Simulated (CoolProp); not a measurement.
The numbers come from the reference Helmholtz-energy equation of state, Tillner-Roth 1997 in CoolProp.

Q: For CH2F2 (R32), give the phase and the cp (kJ/(kg K)), isothermal compressibility (1/MPa), viscosity (µPa s), conductivity (mW/(m K)) at 345.4 K and 20.2 MPa; 369.8 K and 20.2 MPa.

A: 
- 345.4 K and 20.2 MPa: liquid; cp 1.84, isothermal compressibility 0.00713, viscosity 94.1, conductivity 119
- 369.8 K and 20.2 MPa: supercritical; cp 1.98, isothermal compressibility 0.0120, viscosity 75.7, conductivity 104

Viscosity comes from a separate model (Bell 2016), an estimate that may be off by 10 % or more. Thermal conductivity comes from a separate model (Huber 2003), an estimate that may be off by 10 % or more.
